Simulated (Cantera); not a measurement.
A Cantera script and what it prints.

```python
import numpy as np
import cantera as ct

gas_names = """
    B BF BF2 BF3 BH BHF2 BH2 BH3 BN B2 F F2 H HF H2 H2F2 H3F3 H4F4 H5F5 H6F6 H7F7 N NF NF2 NF3 NH NH2
    NH3 N2 N2H2 N2H4
""".split()
cond_names = """
    B(b) B(L) BN(s)
""".split()


def load(file, names, dense=False):
    # The tables refer to 1 bar. Condensed volumes are neglected.
    table = {s.name: s for s in ct.Species.list_from_file(file)}
    out = []
    for n in names:
        d = dict(table[n].input_data)
        d["thermo"] = dict(d["thermo"], **{"reference-pressure": 1e5})
        if dense:
            d["equation-of-state"] = {"model": "constant-volume", "density": "1e6 g/cm^3"}
        out.append(ct.Species.from_dict(d))
    return out


gas = ct.Solution(thermo="ideal-gas", species=load("nasa_gas.yaml", gas_names))
cond = {s.name: ct.Solution(thermo="fixed-stoichiometry", species=[s], name=s.name)
        for s in load("nasa_condensed.yaml", cond_names, dense=True)}
atoms = {
    'BN': {'B': 1, 'N': 1},
    'NF3': {'N': 1, 'F': 3},
    'H2': {'H': 2},
}
top_T = {'BN(s)': 3200}  # K; cautious upper limits of use, not melting points


def equilibrate(T, P, feed):
    n = {}
    for name, mol in feed.items():
        for a, k in atoms[name].items():
            n[a] = n.get(a, 0.0) + k * mol
    gas.TPX = T, P, n
    mass = sum(n.values()) * gas.mean_molecular_weight
    gas.equilibrate("TP")
    valid = [c for c in cond.values() if c.min_temp <= T <= top_T.get(c.name, c.max_temp)]
    mix = ct.Mixture([(gas, mass / gas.mean_molecular_weight)] + [(c, 0.0) for c in valid])
    mix.T, mix.P = T, P
    mix.equilibrate("TP", solver="vcs", rtol=1e-11, max_steps=5000)
    return mix


results = []
T = 1525  # K
P = 1000  # Pa
for m in [1.4, 2.9, 4.4, 5.9, 7.3, 8.8, 10, 12]:
    feed = {'BN': 1, 'NF3': m, 'H2': 1}  # mol
    mix = equilibrate(T, P, feed)
    results.append((T, P, feed, dict(zip(mix.species_names, mix.species_moles))))

top = {s: max(r[3][s] / sum(r[3][g] for g in gas_names) for r in results) for s in gas_names}
cols = sorted((s for s in top if top[s] > 0.001), key=lambda s: -top[s])[:8]
seen = [c for c in cond_names if any(r[3].get(c, 0) > 1e-12 for r in results)]
print("log10 of partial pressures in bar; condensed amounts in mol")
print(f"{'n(NF3)':>10s}" + "".join(f"{s[:9]:>10s}" for s in cols + seen))
for T, P, feed, n in results:
    ng = sum(n[g] for g in gas_names)
    print(f"{feed['NF3']:10.4g}" + "".join(f"{np.log10(max(n[s] / ng * P / 1e5, 1e-99)):10.3f}" for s in cols)
          + "".join(f"{n.get(c, 0):10.4g}" for c in seen))
```

Output:

```
log10 of partial pressures in bar; condensed amounts in mol
    n(NF3)         F        HF        N2       BF3        H2
       1.4   -10.121    -2.500    -2.501    -2.580    -2.979
       2.9    -2.369    -2.636    -2.647    -2.937   -18.754
       4.4    -2.230    -2.842    -2.711    -3.143   -19.445
       5.9    -2.179    -2.981    -2.744    -3.282   -19.825
       7.3    -2.154    -3.080    -2.763    -3.381   -20.073
       8.8    -2.137    -3.166    -2.776    -3.467   -20.278
        10    -2.128    -3.224    -2.784    -3.525   -20.413
        12    -2.117    -3.306    -2.794    -3.607   -20.600
```

Equilibrium computed with Cantera from the NASA thermochemical tables; the gas is ideal and each condensed phase is pure. The tables' values for BF2 are old estimates; treat these amounts as uncertain.
